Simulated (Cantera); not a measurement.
Cantera run:

```python
import numpy as np
import cantera as ct

gas_names = """
    B BH BH2 BH3 BN B2 H H2 N NH NH2 NH3 N2 N2H2 N2H4
""".split()
cond_names = """
    B(b) B(L) BN(s)
""".split()


# ... load() reads the species with a 1 bar reference pressure and builds the phases ...
atoms = {
    'B2H6': {'B': 2, 'H': 6},
    'H2': {'H': 2},
    'N2': {'N': 2},
}
top_T = {'BN(s)': 3200}  # K; cautious upper limits of use, not melting points


# ... equilibrate(T, P, feed) seeds the gas with the atoms and calls Mixture.equilibrate('TP', solver="vcs", rtol=1e-11, max_steps=5000) ...
results = []
feed = {'B2H6': 1, 'H2': 5.2, 'N2': 17}  # mol
P = 210  # Pa
for T in [925, 1075, 1225, 1375, 1525, 1675, 1825, 1975, 2125, 2275]:
    mix = equilibrate(T, P, feed)
    results.append((T, P, feed, dict(zip(mix.species_names, mix.species_moles))))
    x = sorted(zip(gas.X, gas.species_names), reverse=True)
    print(f"T = {T:g} K  P = {P:g} Pa  gas = {mix.phase_moles(0):.4g} mol")
    print("   x: " + "  ".join(f"{s} {v:.3e}" for v, s in x if v > 0.0001))
    print("   condensed (mol): " + ("  ".join(f"{mix.phase(i).name} {mix.phase_moles(i):.4g}"
          for i in range(1, mix.n_phases) if mix.phase_moles(i) > 1e-12) or "none"))
```

It prints:

```
T = 925 K  P = 210 Pa  gas = 24.2 mol
   x: N2 6.612e-01  H2 3.388e-01
   condensed (mol): BN(s) 2
T = 1075 K  P = 210 Pa  gas = 24.2 mol
   x: N2 6.612e-01  H2 3.388e-01
   condensed (mol): BN(s) 2
T = 1225 K  P = 210 Pa  gas = 24.2 mol
   x: N2 6.612e-01  H2 3.388e-01
   condensed (mol): BN(s) 2
T = 1375 K  P = 210 Pa  gas = 24.2 mol
   x: N2 6.611e-01  H2 3.388e-01
   condensed (mol): BN(s) 2
T = 1525 K  P = 210 Pa  gas = 24.2 mol
   x: N2 6.611e-01  H2 3.386e-01  H 3.004e-04
   condensed (mol): BN(s) 2
T = 1675 K  P = 210 Pa  gas = 24.22 mol
   x: N2 6.607e-01  H2 3.379e-01  H 1.473e-03
   condensed (mol): BN(s) 2
T = 1825 K  P = 210 Pa  gas = 24.27 mol
   x: N2 6.593e-01  H2 3.351e-01  H 5.563e-03
   condensed (mol): BN(s) 2
T = 1975 K  P = 210 Pa  gas = 24.41 mol
   x: N2 6.555e-01  H2 3.274e-01  H 1.708e-02
   condensed (mol): BN(s) 1.999
T = 2125 K  P = 210 Pa  gas = 24.76 mol
   x: N2 6.465e-01  H2 3.089e-01  H 4.405e-02  B 3.179e-04  BH2 2.010e-04
   condensed (mol): BN(s) 1.987
T = 2275 K  P = 210 Pa  gas = 26.55 mol
   x: N2 6.402e-01  H2 2.610e-01  H 9.464e-02  B 3.519e-03  BH2 4.868e-04
   condensed (mol): B(b) 1.89
```

Cantera equilibrium calculation (NASA polynomials, part measured and part estimated; ideal gas, pure solids and liquids). The feed counts by its element totals alone. N2 is the only nitrogen source here; it is nearly inert below about 1500 K, so the nitride shown seldom forms there in practice. The tables' values for BH2 are old estimates; treat these amounts as uncertain.
